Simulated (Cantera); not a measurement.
Input: 1 mol Si, 0.14 mol H2O, 4.9 mol N2, 0.01 mol O2, held at 0.890 Pa.

Cantera equilibrium calculation (NASA polynomials, part measured and part estimated; ideal gas, pure solids and liquids). Candidate condensed phases: H2O, Si, SiO2, Si2N2O, Si3N4; 35 gas species. The tables' values for SiN are old estimates; treat these amounts as uncertain. Rates play no part. All values below are at 1623 K.

Base state: N2 0.924, SiO 0.0302, H2 0.0246, Si 0.0176, H 0.00363, Si2N 6.85e-5, Si2 5.05e-5, SiN 3.99e-5 (mole fractions); condensed: Si(s).

Q: What changes in the equilibrium state with this change: 1.2 mol H2 added?

A: 
```json
[
 {"species": "N2", "before": "0.924", "after": "0.748"},
 {"species": "H2", "before": "0.0246", "after": "0.199"},
 {"species": "SiO", "before": "0.0302", "after": "0.0244"},
 {"species": "H", "before": "0.00363", "after": "0.0103"},
 {"species": "Si", "before": "0.0176", "after": "0.0176"},
 {"species": "SiH", "before": "1.65e-5", "after": "4.70e-5"},
 {"species": "SiN", "before": "3.99e-5", "after": "3.59e-5"},
 {"species": "Si(s), mol", "before": "0.745", "after": "0.723"}
]
```
